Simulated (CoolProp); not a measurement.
Vapour-liquid equilibrium of ethylene (1) + ethane (2) at 178 kPa; x and y are mole fractions of (1).

The numbers come from the multi-fluid Helmholtz-energy mixture model, Smukala 2000 and Bücker 2006; pair parameters Bell 2016 in CoolProp.

| x | bubble temperature, mixture model (°C) | bubble temperature, Raoult's law (°C) | y, mixture model | y, Raoult's law |
|---|---|---|---|---|
| 0.05 | -78.9 | -78.6 | 0.111 | 0.102 |
| 0.15 | -81.4 | -80.8 | 0.288 | 0.277 |
| 0.25 | -83.5 | -82.8 | 0.425 | 0.422 |
| 0.35 | -85.2 | -84.6 | 0.537 | 0.543 |
| 0.45 | -86.8 | -86.3 | 0.632 | 0.646 |
| 0.55 | -88.2 | -87.8 | 0.716 | 0.733 |
| 0.65 | -89.5 | -89.3 | 0.792 | 0.808 |
| 0.75 | -90.7 | -90.6 | 0.859 | 0.872 |
| 0.85 | -91.9 | -91.8 | 0.921 | 0.929 |
| 0.95 | -93.0 | -93.0 | 0.975 | 0.978 |

The largest gap from Raoult's law is -0.7 K in bubble temperature, at x = 0.25. No azeotrope shows between x = 0.05 and 0.95.

Pair parameters are fitted to limited data, so mixtures are less certain than the pure fluids.
